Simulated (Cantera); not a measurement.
A Cantera script and what it prints.

```python
import numpy as np
import cantera as ct

gas_names = """
    C CH CH2 CH3 CH2OH CH3O CH4 CH3OH CO CO2 COOH C2 C2H CHCO,ketyl C2H2,acetylene C2H2,vinylidene
    CH2CO,ketene C2H3,vinyl CH3CO,acetyl C2H4 C2H4O,ethylen CH3CHO,ethanal CH3COOH (HCOOH)2 C2H5 C2H6
    CH3OCH3 C2H5OH C2O C3 C3H3,propargyl C3H4,allene C3H4,propyne C3H4,cyclo- C3H5,allyl C3H6,propylene
    C3H6,cyclo- C3H6O C3H7,n-propyl C3H7,i-propyl C3H8 C3H8O,1propanol C3H8O,2propanol C3O2 C4 C4H2
    C4H4,1,3-cyclo- C4H6,butadiene C4H6,2-butyne C4H6,cyclo- C4H8,1-butene C4H8,cis2-buten
    C4H8,tr2-butene C4H8,isobutene C4H8,cyclo- (CH3COOH)2 C4H9,n-butyl C4H9,i-butyl C4H9,s-butyl
    C4H9,t-butyl C4H10,isobutane C4H10,n-butane C5 C5H6,1,3cyclo- C5H8,cyclo- C5H10,1-pentene
    C5H10,cyclo- C5H11,pentyl C5H11,t-pentyl C5H12,n-pentane C5H12,i-pentane CH3C(CH3)2CH3 C6H2
    C6H5,phenyl C6H5O,phenoxy C6H6 C6H5OH,phenol C6H10,cyclo- C6H12,1-hexene C6H12,cyclo- C6H13,n-hexyl
    C7H7,benzyl C7H8 C7H8O,cresol C7H14,1-heptene C7H15,n-heptyl C7H16,n-heptane C8H8,styrene
    C8H10,ethylbenz C8H16,1-octene C8H17,n-octyl C8H18,isooctane C8H18,n-octane C9H19,n-nonyl
    C10H8,naphthale C10H21,n-decyl C12H9,o-bipheny C12H10,bipheny H HCO HO2 H2 HCHO,formaldehy HCOOH H2O
    H2O2 O OH O2 O3 Ti TiO TiO2
""".split()
cond_names = """
    C(gr) C6H6(L) C7H8(L) C8H18(L),n-octa H2O(s) H2O(L) Ti(a) Ti(b) Ti(L) TiC(s) TiC(L) TiO(a) TiO(b)
    TiO(L) TiO2(ru) TiO2(L) Ti2O3(a) Ti2O3(b) Ti2O3(L) Ti3O5(a) Ti3O5(b) Ti3O5(L) Ti4O7(s) Ti4O7(L)
""".split()


def load(file, names, dense=False):
    # The tables refer to 1 bar. Condensed volumes are neglected.
    table = {s.name: s for s in ct.Species.list_from_file(file)}
    out = []
    for n in names:
        d = dict(table[n].input_data)
        d["thermo"] = dict(d["thermo"], **{"reference-pressure": 1e5})
        if dense:
            d["equation-of-state"] = {"model": "constant-volume", "density": "1e6 g/cm^3"}
        out.append(ct.Species.from_dict(d))
    return out


gas = ct.Solution(thermo="ideal-gas", species=load("nasa_gas.yaml", gas_names))
cond = {s.name: ct.Solution(thermo="fixed-stoichiometry", species=[s], name=s.name)
        for s in load("nasa_condensed.yaml", cond_names, dense=True)}
atoms = {
    'Ti(OiPr)4': {'Ti': 1, 'C': 12, 'H': 28, 'O': 4},
    'O2': {'O': 2},
    'C3H8': {'C': 3, 'H': 8},
}
top_T = {'C(gr)': 4500}  # K; cautious upper limits of use, not melting points


def equilibrate(T, P, feed):
    n = {}
    for name, mol in feed.items():
        for a, k in atoms[name].items():
            n[a] = n.get(a, 0.0) + k * mol
    gas.TPX = T, P, n
    mass = sum(n.values()) * gas.mean_molecular_weight
    gas.equilibrate("TP")
    valid = [c for c in cond.values() if c.min_temp <= T <= top_T.get(c.name, c.max_temp)]
    mix = ct.Mixture([(gas, mass / gas.mean_molecular_weight)] + [(c, 0.0) for c in valid])
    mix.T, mix.P = T, P
    mix.equilibrate("TP", solver="vcs", rtol=1e-11, max_steps=5000)
    return mix


results = []
feed = {'Ti(OiPr)4': 1, 'O2': 1.4, 'C3H8': 0.73}  # mol
T = 1223.15  # K
P = 28000  # Pa
mix = equilibrate(T, P, feed)
results.append((T, P, feed, dict(zip(mix.species_names, mix.species_moles))))
x = sorted(zip(gas.X, gas.species_names), reverse=True)
print(f"T = {T:g} K  P = {P:g} Pa  gas = {mix.phase_moles(0):.4g} mol")
print("   x: " + "  ".join(f"{s} {v:.3e}" for v, s in x if v > 1e-05))
print("   condensed (mol): " + ("  ".join(f"{mix.phase(i).name} {mix.phase_moles(i):.4g}"
      for i in range(1, mix.n_phases) if mix.phase_moles(i) > 1e-12) or "none"))
```

Output:

```
T = 1223.15 K  P = 28000 Pa  gas = 21.9 mol
   x: H2 7.674e-01  CO 2.292e-01  CH4 2.194e-03  H2O 9.880e-04  CO2 2.020e-04
   condensed (mol): C(gr) 9.118  Ti4O7(s) 0.25
```

Equilibrium computed with Cantera from the NASA thermochemical tables; the gas is ideal and each condensed phase is pure. The feed counts by its element totals alone. Condensed phases not in the tables: Magnéli phases beyond Ti4O7.
